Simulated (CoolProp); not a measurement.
Model: reference Helmholtz-energy equation of state, Zhou 2011, in CoolProp.

For dimethyl carbonate, give the phase and the Z, cv (kJ/(kg K)) at 58.55 °C and 5.95 MPa; 88.35 °C and 5.95 MPa; 207.55 °C and 5.95 MPa.


- 58.55 °C and 5.95 MPa: liquid; Z 0.190, cv 1.39
- 88.35 °C and 5.95 MPa: liquid; Z 0.181, cv 1.44
- 207.55 °C and 5.95 MPa: liquid; Z 0.168, cv 1.66
